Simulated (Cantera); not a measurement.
A perfectly stirred reactor is fed with H₂ : O₂ : N₂ = 1.8 : 1 : 1.3 (molar parts), at 1.00 bar; it is held at 850 K, and followed from long to short residence time.

Cantera simulation using GRI-Mech 3.0 (53 species, 325 reactions); the numbers are that mechanism's predictions, not measurements. Below about 950 K walls govern HO2 and H2O2 in real vessels. The temperature is held fixed by assumption; the heat of reaction is taken as removed at once.

Task: Predict: x(H₂) at τ = 12.0 s; x(O₂) at τ = 12.0 s; x(H₂O₂) at τ = 12.0 s; x(H) at τ = 12.0 s; x(H₂O) at τ = 12.0 s; x(H₂) at τ = 75.0 ms; x(O₂) at τ = 75.0 ms; x(H₂O₂) at τ = 75.0 ms; x(H₂O) at τ = 75.0 ms.

Result: 
- x(H₂) at τ = 12.0 s: 0.292
- x(O₂) at τ = 12.0 s: 0.172
- x(H₂O₂) at τ = 12.0 s: 0.00153
- x(H) at τ = 12.0 s: 2.26e-8
- x(H₂O) at τ = 12.0 s: 0.187
- x(H₂) at τ = 75.0 ms: 0.439
- x(O₂) at τ = 75.0 ms: 0.244
- x(H₂O₂) at τ = 75.0 ms: 4.03e-6
- x(H₂O) at τ = 75.0 ms: 3.50e-6
